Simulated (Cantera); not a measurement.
Cantera run, input and output.

```python
import numpy as np
import cantera as ct

gas = ct.Solution("gri30.yaml")
gas.TPX = 1250, 100000, {'CO': 0.0012, 'O2': 0.0029, 'H2O': 0.029, 'N2': 1}
reactor = ct.IdealGasConstPressureReactor(gas, energy="off", clone=False)
net = ct.ReactorNet([reactor])
net.rtol, net.atol = 1e-08, 1e-18
show = ['CO', 'O2', 'H2O', 'NO2', 'HO2', 'N2O', 'H2']
times = np.geomspace(0.0004, 2, 11)

steps = ct.SolutionArray(gas, extra=["t"])
rows = []
print(f"{'t/s':>10s}{'T/K':>9s}{'P/Pa':>11s}" + "".join(f"{s:>11s}" for s in show))
for t in times:
    while net.time < t:
        t_next = net.step()
        steps.append(gas.state, t=t_next)
    rows.append([np.interp(t, steps.t, y) for y in (steps.T, steps.P, *steps(*show).X.T)])
    print(f"{t:10.3e}{rows[-1][0]:9.1f}{rows[-1][1]:11.4g}" + "".join(f"{x:11.3e}" for x in rows[-1][2:]))
rate = np.gradient(steps.T, steps.t)
print("integrator steps:", len(steps.t))
if steps.T.max() > steps.T[0] + 200:
    print(f"time of steepest temperature rise: {steps.t[rate.argmax()]:.4e} s")
gas.TPX = 1250, 100000, {'CO': 0.0012, 'O2': 0.0029, 'H2O': 0.029, 'N2': 1}
gas.equilibrate("TP")
print(f"equilibrium (TP): T = {gas.T:.1f} K  " + "  ".join(f"{s} {gas[s].X[0]:.3e}" for s in show))
```

It prints:

```
       t/s      T/K       P/Pa         CO         O2        H2O        NO2        HO2        N2O         H2
 4.000e-04   1250.0      1e+05  1.162e-03  2.807e-03  2.807e-02  2.788e-25  4.642e-11  1.058e-14  3.617e-11
 9.375e-04   1250.0      1e+05  1.162e-03  2.807e-03  2.807e-02  8.124e-24  1.534e-10  5.021e-14  3.964e-10
 2.197e-03   1250.0      1e+05  1.162e-03  2.807e-03  2.807e-02  8.766e-22  1.169e-09  5.002e-13  6.357e-09
 5.149e-03   1250.0      1e+05  1.160e-03  2.806e-03  2.807e-02  1.045e-17  9.563e-08  4.845e-11  6.906e-07
 1.207e-02   1250.0      1e+05  5.350e-04  2.552e-03  2.786e-02  2.585e-12  8.490e-07  4.288e-08  1.583e-04
 2.828e-02   1250.0      1e+05  4.656e-05  2.259e-03  2.803e-02  2.959e-11  3.630e-07  1.182e-07  3.718e-05
 6.629e-02   1250.0      1e+05  5.209e-06  2.229e-03  2.807e-02  7.791e-11  7.475e-08  1.433e-07  5.434e-06
 1.554e-01   1250.0      1e+05  6.165e-07  2.227e-03  2.808e-02  8.345e-11  1.441e-08  1.463e-07  1.003e-06
 3.641e-01   1250.0      1e+05  6.475e-08  2.227e-03  2.809e-02  5.369e-11  3.416e-09  1.303e-07  2.453e-07
 8.534e-01   1250.0      1e+05  8.469e-09  2.227e-03  2.809e-02  3.211e-11  1.146e-09  9.187e-08  8.272e-08
 2.000e+00   1250.0      1e+05  2.766e-09  2.227e-03  2.809e-02  2.330e-11  5.846e-10  3.941e-08  3.818e-08
integrator steps: 1174
equilibrium (TP): T = 1250.0 K  CO 1.343e-09  O2 2.211e-03  H2O 2.809e-02  NO2 4.429e-08  HO2 3.984e-10  N2O 2.435e-09  H2 2.074e-08
```

Computed with Cantera and GRI-Mech 3.0 (53 species, 325 reactions).
